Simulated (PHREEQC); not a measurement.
A solution holds 0.0016 mol/kgw Cu(BF4)2 and 0.0035 mol/kgw KCl, at 25 °C. Closed to the air; pH follows from the charge balance.

Model: ion-association model, phreeqc.dat, run in PHREEQC.

Precipitation was switched off in this run.

Problem. Order these B species by the share of B that they hold, largest first: BF2(OH)2-, BF3OH-, BF4-, H3BO3.

Solution. BF4- (56 %), H3BO3 (31 %), BF3OH- (8.2 %), BF2(OH)2- (4.4 %)

Problem. Order these F species by the share of F that they hold, largest first: BF2(OH)2-, HF, BF4-, F-, BF3OH-.

Solution. BF4- (56 %), HF (20 %), F- (15 %), BF3OH- (6.1 %), BF2(OH)2- (2.2 %)

The pH is 3.03 and the ionic strength 0.00923 mol/kgw. Real BF4- forms and hydrolyses slowly; the run takes it at equilibrium.
